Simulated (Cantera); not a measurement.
# Adiabatic ignition

An adiabatic, constant-volume homogeneous reactor starts with CH4 : O2 : N2 = 1 : 0.952 : 3.58 (molar parts), equivalence ratio 2.1, at 1650 K and 69000 Pa.

Cantera simulation using GRI-Mech 3.0 (53 species, 325 reactions); the numbers are that mechanism's predictions, not measurements.

| t (s) | T (K) | P (bar) | x CH4 | x O2 | x HCN | x CH2 | x H2 | x OH |
|---|---|---|---|---|---|---|---|---|
| 5.00e-6 | 1650 | 0.690 | 0.181 | 0.172 | <1e-12 | 8.49e-12 | 2.68e-6 | 8.09e-8 |
| 1.55e-5 | 1650 | 0.690 | 0.181 | 0.172 | <1e-12 | 6.87e-11 | 9.07e-6 | 1.61e-7 |
| 4.78e-5 | 1650 | 0.690 | 0.181 | 0.172 | <1e-12 | 8.46e-10 | 3.60e-5 | 4.47e-7 |
| 0.000148 | 1650 | 0.690 | 0.180 | 0.172 | <1e-12 | 1.42e-8 | 0.000271 | 1.74e-6 |
| 0.000457 | 1836 | 0.786 | 0.130 | 0.138 | 5.81e-9 | 7.37e-6 | 0.0260 | 0.000125 |
| 0.00141 | 2766 | 1.40 | 1.33e-11 | 0.000123 | 1.69e-7 | 9.27e-12 | 0.169 | 0.00472 |
| 0.00437 | 2766 | 1.40 | 1.33e-11 | 0.000123 | 1.72e-7 | 9.27e-12 | 0.169 | 0.00472 |
| 0.0135 | 2766 | 1.40 | 1.33e-11 | 0.000123 | 1.72e-7 | 9.27e-12 | 0.169 | 0.00472 |
| 0.0418 | 2766 | 1.40 | 1.33e-11 | 0.000123 | 1.72e-7 | 9.27e-12 | 0.169 | 0.00472 |
| 0.129 | 2766 | 1.40 | 1.33e-11 | 0.000123 | 1.72e-7 | 9.27e-12 | 0.169 | 0.00472 |
| 0.400 | 2766 | 1.40 | 1.33e-11 | 0.000123 | 1.72e-7 | 9.27e-12 | 0.169 | 0.00472 |
x: mole fraction; the columns are a selection and need not sum to one.

- time of steepest temperature rise = 0.490 ms
- temperature at 0.400 s = 2766 K
- equilibrium temperature = 2766 K
- x(CH4) at 0.400 s = 1.33e-11 (gas-phase equilibrium 1.50e-11)
- x(O2) at 0.400 s = 0.000123 (gas-phase equilibrium 0.000123)
- x(HCN) at 0.400 s = 1.72e-7 (gas-phase equilibrium 1.72e-7)
